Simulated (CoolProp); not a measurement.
Vapour-liquid equilibrium of CH2F2 (R32) (1) + R236EA (2) at 8.83 bar; x and y are mole fractions of (1).

Computed with CoolProp (multi-fluid Helmholtz-energy mixture model, Tillner-Roth 1997 and Rui 2013; pair parameters Bell 2016).

Q: Give the bubble temperature and the first vapour's composition at x = 0.25, 0.45, 0.95. Is there an azeotrope?

A: x = 0.25: 320.1 K, y = 0.594; x = 0.45: 303.3 K, y = 0.813; x = 0.95: 277.5 K, y = 0.993. No azeotrope shows between x = 0.05 and 0.95.

Pair parameters are fitted to limited data, so mixtures are less certain than the pure fluids.
